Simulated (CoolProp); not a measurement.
Properties of R134a at several states.

Model: reference Helmholtz-energy equation of state, Tillner-Roth 1994, in CoolProp.

| T (K) | p (MPa) | phase | Joule-Thomson coefficient (K/MPa) | fugacity coefficient |
|---|---|---|---|---|
| 253.1 | 0.473 | liquid | -0.2446 | ? |
| 407.3 | 1.48 | gas | ? | 0.9073 |
| 239.3 | 0.107 | liquid | ? | ? |
| 354.9 | 0.0316 | gas | ? | 0.9967 |
| 265.1 | 3.91 | liquid | ? | ? |

Task: What belongs in the gaps?

Result: 
- 253.1, fugacity coefficient: 0.2696
- 407.3, Joule-Thomson coefficient (K/MPa): 8.302
- 239.3, Joule-Thomson coefficient (K/MPa): -0.2802
- 239.3, fugacity coefficient: 0.6344
- 354.9, Joule-Thomson coefficient (K/MPa): 11.92
- 265.1, Joule-Thomson coefficient (K/MPa): -0.2258
- 265.1, fugacity coefficient: 0.05879
